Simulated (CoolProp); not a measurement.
Values from CoolProp's reference Helmholtz-energy equation of state, Platzer 1990. This equation is an older, rougher fit; its heat capacities, sound speeds and derivatives of the liquid may be far off and weren't checked against measurements.

Q: Give the vapour pressure (MPa), liquid density (kg/m³), vapour density (kg/m³), enthalpy of vaporisation (kJ/kg) of saturated R13 at -93.85, -77.15, -51.95 °C.

A: 
```csv
T (°C),p (MPa),liquid density (kg/m³),vapour density (kg/m³),enthalpy of vaporisation (kJ/kg)
-93.85,0.0494,1570,3.55,155
-77.15,0.127,1500,8.52,147
-51.95,0.388,1400,24.6,133
```
